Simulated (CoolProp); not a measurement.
A closed Brayton cycle with dry air: compressor inlet 330.15 K and 7.6 MPa, high pressure 26.1 MPa, turbine inlet 900 K, compressor efficiency 0.8, turbine efficiency 0.85, recuperator effectiveness 0.95 (on enthalpy, no pinch check). Each further row changes one setting.

Values from CoolProp's reference Helmholtz-energy equation of state, Lemmon 2000. It is a pseudo-pure fit of the blend.

| case | thermal efficiency (%) | net work (kJ/kg) | compressor to turbine work | compressor exit (K) | turbine exit (K) |
|---|---|---|---|---|---|
| as stated | 23.1 | 59.3 | 0.76 | 505.2 | 688.9 |
| turbine inlet 850 K | 18.9 | 45.7 | 0.80 | 505.2 | 648.8 |
| compressor inlet 340.15 K | 20.9 | 53.4 | 0.78 | 520.2 | 688.9 |
| high pressure 22.2 MPa | 25.8 | 60.0 | 0.72 | 478.7 | 713.3 |
| recuperator effectiveness 0.5 | 17.1 | 59.3 | 0.76 | 505.2 | 688.9 |
